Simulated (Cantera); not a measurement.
A closed system holds: 1 mol borazine, 15 mol N2, held at 2323 K.

These are equilibrium values from Cantera (NASA tables, ideal gas, pure condensed phases), not measurements of a reactor. Candidate condensed phases: B, BN; 15 gas species. The feed counts by its element totals alone. Kinetics and transport are ignored.

Task: Which condensed phases are stable at each of these points (P (Pa)): 10, 63, 400, 2500, 16000, 100000?

Result: 
| P (Pa) | condensed phases | B condensed (%) |
|---|---|---|
| 10 | gas only | 0.0 |
| 63 | B(s) | 84.4 |
| 400 | B(s) | 97.4 |
| 2500 | BN(s) | 99.7 |
| 16000 | BN(s) | 99.9 |
| 100000 | BN(s) | 100.0 |

At 10.0 Pa nothing is condensed. From 63.0 Pa to 400 Pa the condensed part is B(s). From 2500 Pa to 100000 Pa the condensed part is BN(s). The share of B in condensed phases is highest at 100000 Pa (100.0 %) and lowest at 10.0 Pa (0.0 %).
